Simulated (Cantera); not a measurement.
An adiabatic, constant-pressure homogeneous reactor starts with H2 : O2 : N2 = 1 : 0.833 : 6.92 (molar parts), at 1323 K and 4.54 atm.

Detailed kinetics in Cantera: the H2/O2 subset of GRI-Mech 3.0, which has no nitrogen chemistry. The hydrogen kinetics of GRI-Mech 3.0 are dated; newer H2 mechanisms differ, most at raised pressure.

Task: Predict: time of steepest temperature rise; temperature at 6.00 s; equilibrium temperature; x(H2) at 6.00 s; x(O2) at 6.00 s; x(H) at 6.00 s; x(H2O) at 6.00 s; x(H2O2) at 6.00 s; x(OH) at 6.00 s.

Result: 
```json
{
 "time_of_steepest_temperature_rise": "11.7 µs",
 "temperature at 6.00 s": "2127 K",
 "equilibrium_temperature": "2127 K",
 "x(H2) at 6.00 s": "0.000201 (gas-phase equilibrium 0.000201)",
 "x(O2) at 6.00 s": "0.0399 (gas-phase equilibrium 0.0399)",
 "x(H) at 6.00 s": "2.45e-5 (gas-phase equilibrium 2.45e-5)",
 "x(H2O) at 6.00 s": "0.120 (gas-phase equilibrium 0.120)",
 "x(H2O2) at 6.00 s": "1.42e-7 (gas-phase equilibrium 1.42e-7)",
 "x(OH) at 6.00 s": "0.00182 (gas-phase equilibrium 0.00182)"
}
```
